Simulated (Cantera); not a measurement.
**Ignition delay**

Mixture: 16.4 % CH4, 6.07 % H2, 16.3 % O2, 61.2 % N2, equivalence ratio 2.2, at 2.10 bar, adiabatic and at constant pressure. Ignition delay is the time to a rise of 400 K.

Detailed kinetics in Cantera: GRI-Mech 3.0 (53 species, 325 reactions).

| T0 (K) | delay (ms) |
|---|---|
| 1225 | 2.61 |
| 1325 | 1.12 |
| 1425 | 0.488 |
| 1525 | 0.225 |
| 1625 | 0.111 |
| 1725 | 0.0597 |
| 1825 | 0.0343 |
| 1925 | 0.0210 |
| 2025 | 0.0135 |

```
Property                                                Result
--------------------------------------------------  ----------
apparent activation energy between 1825 and 2025 K  140 kJ/mol
```
